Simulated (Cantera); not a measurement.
An isothermal, constant-pressure homogeneous reactor starts with C2H6 : N2 = 1 : 3.6 (molar parts), at 1125 K and 0.00651 atm. Integrator tolerance rtol = 1e-08.

Cantera simulation using GRI-Mech 3.0 (53 species, 325 reactions); the numbers are that mechanism's predictions, not measurements. GRI-Mech 3.0 stops at C3 and has no aromatics, soot or wall deposition, so with more carbon than oxygen in the feed, carbon stays in small species such as C2H2 where larger ones or solid carbon would form. Radical loss at walls, strong at low pressure, is not modelled.

**Question.** What does this change do: temperature 1125 to 1450 K?

**Answer.** 
```
quantity                                             before                                     after
-----------------  ----------------------------------------  ----------------------------------------
x(C2H6) at 20.0 s  0.000157 (gas-phase equilibrium 4.05e-6)   5.75e-6 (gas-phase equilibrium 2.39e-9)
x(HCN) at 20.0 s    2.73e-11 (gas-phase equilibrium 0.0717)     1.47e-7 (gas-phase equilibrium 0.104)
x(C2H2) at 20.0 s     0.0379 (gas-phase equilibrium 0.0943)      0.131 (gas-phase equilibrium 0.0990)
x(C2H4) at 20.0 s     0.119 (gas-phase equilibrium 0.00637)  0.000300 (gas-phase equilibrium 9.34e-5)
x(CH4) at 20.0 s      0.0367 (gas-phase equilibrium 0.0458)   0.0570 (gas-phase equilibrium 0.000511)
x(CH3) at 20.0 s    2.88e-6 (gas-phase equilibrium 9.46e-7)  0.000130 (gas-phase equilibrium 2.19e-6)
```

**Question.** What does this change do: C2H6 1 to 0.33 parts?

**Answer.** 
```tsv
quantity	before	after
x(C2H6) at 20.0 s	0.000157 (gas-phase equilibrium 4.05e-6)	8.56e-5 (gas-phase equilibrium 4.54e-7)
x(HCN) at 20.0 s	2.73e-11 (gas-phase equilibrium 0.0717)	1.17e-10 (gas-phase equilibrium 0.0547)
x(C2H2) at 20.0 s	0.0379 (gas-phase equilibrium 0.0943)	0.0212 (gas-phase equilibrium 0.0385)
x(C2H4) at 20.0 s	0.119 (gas-phase equilibrium 0.00637)	0.0477 (gas-phase equilibrium 0.00136)
x(CH4) at 20.0 s	0.0367 (gas-phase equilibrium 0.0458)	0.0149 (gas-phase equilibrium 0.0111)
x(CH3) at 20.0 s	2.88e-6 (gas-phase equilibrium 9.46e-7)	2.19e-6 (gas-phase equilibrium 3.16e-7)
```
